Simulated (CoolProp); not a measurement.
Decamethylcyclopentasiloxane (D5) along the isobar 101 kPa: Z from the reference equation and from simpler models built on Tc = 618.3 K, pc = 1078 kPa, ω = 0.631; each cubic takes its own stable root.

Computed with CoolProp (reference Helmholtz-energy equation of state, Thol 2019).

```
T (K)   phase  reference
-----  ------  ---------
477.5  liquid    0.01254
491.7     gas     0.9143
506       gas     0.9239
520.2     gas     0.9320
534.5     gas     0.9390
548.7     gas     0.9451
563       gas     0.9504
577.2     gas     0.9551
591.5     gas     0.9592
605.7     gas     0.9629
620       gas     0.9662
```

Q: How far does each simpler model (van der Waals, Redlich-Kwong, Soave-Redlich-Kwong, Peng-Robinson) lie from the reference over these 11 states: mean and median of the absolute difference, and the worst?

A: 
- van der Waals: mean 678.5 %, median 1.8 %, worst +7445.5 % at 477.5 K and 101 kPa
- Redlich-Kwong: mean 666.1 %, median 0.9 %, worst +7317.9 % at 477.5 K and 101 kPa
- Soave-Redlich-Kwong: mean 1.6 %, median 0.3 %, worst +14.8 % at 477.5 K and 101 kPa
- Peng-Robinson: mean 0.3 %, median 0.2 %, worst +1.4 % at 477.5 K and 101 kPa

At some of these states van der Waals, Redlich-Kwong gives the other phase, because its saturation line lies elsewhere.
